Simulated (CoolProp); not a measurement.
The fluid at 293.15 K and 0.335 MPa is throttled through a valve to 0.0957 MPa with no heat exchange. The same conditions are run with several fluids, on thermodynamics alone (safety and materials aside).

Computed with CoolProp (reference Helmholtz-energy equation of state of each fluid (normal hydrogen: Leachman 2009; nitrous oxide: Lemmon 2006; fluoroethane (R161): Wu 2012; CH3F (R41): Lemmon 2006; CF4 (R14): Platzer 1990)). The equations of Platzer and Polt are older, rougher fits.

| fluid | temperature change (K) | final density (kg/m³) |
|---|---|---|
| normal hydrogen | +0.1 | 0.0791 |
| nitrous oxide | -2.7 | 1.75 |
| fluoroethane (R161) | -5.6 | 1.96 |
| CH3F (R41) | -4.6 | 1.37 |
| CF4 (R14) | -1.4 | 3.48 |
